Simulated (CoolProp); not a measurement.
Vapour-liquid equilibrium of R125 (1) + dimethyl ether (2) at 0.838 MPa; x and y are mole fractions of (1).

Model: multi-fluid Helmholtz-energy mixture model, Lemmon 2005 and Wu 2011; pair parameters Bell 2016, in CoolProp.

**Question.** Give the bubble temperature and the first vapour's composition at x = 0.05, 0.35, 0.95. Is there an azeotrope?

**Answer.** x = 0.05: 310.0 K, y = 0.068; x = 0.35: 303.4 K, y = 0.468; x = 0.95: 282.1 K, y = 0.985. No azeotrope shows between x = 0.05 and 0.95.

Pair parameters are fitted to limited data, so mixtures are less certain than the pure fluids.
